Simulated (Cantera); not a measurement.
Input: 1 mol C2F6, 0.16 mol HCl, 0.87 mol H2, held at 3323.15 K and 1000 Pa.

Cantera equilibrium calculation (NASA polynomials, part measured and part estimated; ideal gas, pure solids and liquids). Candidate condensed phases: C, C6H6, C7H8, C8H18; 118 gas species. The feed counts by its element totals alone. Rates play no part.

Base state: F 0.565, HF 0.203, H 0.0566, C3 0.0523, CF 0.0504, C 0.0343, Cl 0.0218, C2 0.0134 (mole fractions); condensed: gas only.

Task: What changes in the equilibrium state with this change: pressure from 1000 Pa to 2.50 Pa?

Result: 
| species | before | after |
|---|---|---|
| F | 0.565 | 0.596 |
| C | 0.0343 | 0.196 |
| H | 0.0566 | 0.188 |
| HF | 0.203 | 0.00178 |
| C3 | 0.0523 | 6.13e-5 |
| CF | 0.0504 | 0.000761 |
| C2 | 0.0134 | 0.00110 |
| Cl | 0.0218 | 0.0160 |
| C5 | 0.000415 | <1e-9 |
| C4 | 0.000173 | 2.90e-9 |
